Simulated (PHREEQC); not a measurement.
Solution (25 °C): 0.0016 mol/kgw HF, 0.0036 mol/kgw KF and 0.0029 mol/kgw NaNO3. Closed to the air; pH follows from the charge balance.

The numbers come from PHREEQC with the ion-association model, phreeqc.dat.

Precipitation was switched off in this run.

Question: Order these F species by the share of F that they hold, largest first: F-, HF2-, NaF, HF.

Answer: F- (74 %), HF (25 %), HF2- (0.74 %), NaF (0.10 %)

The pH is 3.60 and the ionic strength 0.00676 mol/kgw.
